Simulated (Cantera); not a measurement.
# Diamond growth

A diamond (100) surface in a fixed gas of H2 with x(CH4) = 0.0026, x(H) = 0.042, x(CH3) = 7.1e-05, at 1150 K; coverages are run to steady state.

Computed with Cantera and the Harris–Goodwin 1993 mechanism for the reconstructed diamond (100) surface.

| P (Pa) | growth (µm/h) | θ c6HH | θ c6H* | θ c6*H | θ c6** | θ c6HM |
|---|---|---|---|---|---|---|
| 790 | 0.312 | 0.472 | 0.0332 | 0.470 | 0.0244 | 0.000295 |
| 1400 | 0.669 | 0.472 | 0.0332 | 0.469 | 0.0244 | 0.000364 |
| 2400 | 1.30 | 0.472 | 0.0333 | 0.469 | 0.0244 | 0.000417 |
| 4200 | 2.48 | 0.472 | 0.0335 | 0.469 | 0.0244 | 0.000457 |
| 7200 | 4.48 | 0.472 | 0.0338 | 0.469 | 0.0245 | 0.000483 |
| 13000 | 8.39 | 0.472 | 0.0343 | 0.468 | 0.0246 | 0.000502 |
| 22000 | 14.5 | 0.472 | 0.0351 | 0.467 | 0.0248 | 0.000513 |
| 38000 | 25.6 | 0.472 | 0.0365 | 0.466 | 0.0251 | 0.000524 |
θ: site fractions in the mechanism's names (c6HH fully hydrogenated, c6H* and c6*H radical sites, c6** diradical, c6HM methylated).
